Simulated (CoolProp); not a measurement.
1-butene along the isotherm -62.45 °C: fugacity coefficient from the reference equation and from simpler models built on Tc = 146.1 °C, pc = 40.06 bar, ω = 0.192; each cubic takes its own stable root.

Values from CoolProp's reference Helmholtz-energy equation of state, Lemmon 2005. It is a short technical equation, of lower accuracy than the large ones.

| p (bar) | phase | reference | van der Waals | Redlich-Kwong | Soave-Redlich-Kwong |
|---|---|---|---|---|---|
| 5.46 | liquid | 0.01060 | 0.2090 | 0.01815 | 0.01043 |
| 10.9 | liquid | 0.005445 | 0.1091 | 0.009349 | 0.005372 |
| 16.4 | liquid | 0.003713 | 0.07558 | 0.006390 | 0.003670 |
| 21.8 | liquid | 0.002864 | 0.05922 | 0.004942 | 0.002837 |
| 27.3 | liquid | 0.002346 | 0.04929 | 0.004058 | 0.002329 |
| 32.8 | liquid | 0.002004 | 0.04275 | 0.003473 | 0.001993 |
| 38.2 | liquid | 0.001764 | 0.03823 | 0.003065 | 0.001758 |
| 43.7 | liquid | 0.001582 | 0.03482 | 0.002756 | 0.001580 |
| 49.2 | liquid | 0.001441 | 0.03222 | 0.002517 | 0.001443 |
| 54.6 | liquid | 0.001332 | 0.03023 | 0.002331 | 0.001336 |
| 60.1 | liquid | 0.001241 | 0.02861 | 0.002177 | 0.001247 |
